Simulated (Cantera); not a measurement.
Stirred combustor or abatement burner

A perfectly stirred reactor is fed with 7.27 % CH₄, 0.727 % H₂, 19.3 % O₂, 72.7 % N₂, at 1.01 bar; it is adiabatic with a 375 K inlet, and is followed from long to short residence time, starting on the burning branch (τ in s: 0.04, 0.019, 0.0087, 0.004, 0.0019, 0.00087, 0.00041, 0.00019, 8.8e-05, 4.1e-05, 1.9e-05, 8.9e-06).

Computed with Cantera and GRI-Mech 3.0 (53 species, 325 reactions).

| τ (s) | T (K) | x CH₄ | x H₂ | x O₂ | x HCN | x N₂O |
|---|---|---|---|---|---|---|
| 0.040 | 1999 | 1.07e-5 | 0.000628 | 0.0446 | 4.56e-8 | 3.19e-7 |
| 0.019 | 1987 | 1.78e-5 | 0.000930 | 0.0449 | 5.47e-8 | 3.54e-7 |
| 0.0087 | 1968 | 2.98e-5 | 0.00142 | 0.0454 | 6.99e-8 | 3.60e-7 |
| 0.0040 | 1941 | 5.01e-5 | 0.00214 | 0.0462 | 9.39e-8 | 3.36e-7 |
| 0.0019 | 1906 | 8.45e-5 | 0.00307 | 0.0475 | 1.28e-7 | 2.99e-7 |
| 0.00087 | 1858 | 0.000153 | 0.00427 | 0.0493 | 1.80e-7 | 2.57e-7 |
| 0.00041 | 1799 | 0.000292 | 0.00558 | 0.0519 | 2.51e-7 | 2.21e-7 |
| 0.00019 | 1723 | 0.000647 | 0.00701 | 0.0565 | 3.65e-7 | 1.86e-7 |
| 8.8e-5 | 375 | 0.0727 | 0.00727 | 0.193 | <1e-12 | <1e-12 |
| 4.1e-5 | 375 | 0.0727 | 0.00727 | 0.193 | <1e-12 | <1e-12 |
| 1.9e-5 | 375 | 0.0727 | 0.00727 | 0.193 | <1e-12 | <1e-12 |
| 8.9e-6 | 375 | 0.0727 | 0.00727 | 0.193 | <1e-12 | <1e-12 |
x: mole fraction; the columns are a selection and need not sum to one.
